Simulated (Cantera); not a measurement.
Feed: 1 mol Si3N4, 0.16 mol N2, at 5800 Pa.

Equilibrium computed with Cantera from the NASA thermochemical tables; the gas is ideal and each condensed phase is pure. Candidate condensed phases: Si, Si3N4; 7 gas species. The numbers say what is thermodynamically allowed, not how fast it happens.

**Question.** Which condensed phases are stable at each of these points (T (K)): 1623, 1723, 1823, 1923, 2023, 2123, 2223, 2323, 2423, 2523, 2623?

**Answer.** 
```json
[
 {"T (K)": "1623", "condensed phases": "Si3N4(s)", "Si condensed (%)": "100.0"},
 {"T (K)": "1723", "condensed phases": "Si3N4(s)", "Si condensed (%)": "100.0"},
 {"T (K)": "1823", "condensed phases": "Si3N4(s)", "Si condensed (%)": "100.0"},
 {"T (K)": "1923", "condensed phases": "Si3N4(s)", "Si condensed (%)": "100.0"},
 {"T (K)": "2023", "condensed phases": "Si(l)", "Si condensed (%)": "99.9"},
 {"T (K)": "2123", "condensed phases": "Si(l)", "Si condensed (%)": "99.7"},
 {"T (K)": "2223", "condensed phases": "Si(l)", "Si condensed (%)": "99.3"},
 {"T (K)": "2323", "condensed phases": "Si(l)", "Si condensed (%)": "98.3"},
 {"T (K)": "2423", "condensed phases": "Si(l)", "Si condensed (%)": "96.1"},
 {"T (K)": "2523", "condensed phases": "Si(l)", "Si condensed (%)": "91.2"},
 {"T (K)": "2623", "condensed phases": "Si(l)", "Si condensed (%)": "79.9"}
]
```

From 1623 K to 1923 K the condensed part is Si3N4(s). From 2023 K to 2623 K the condensed part is Si(l).
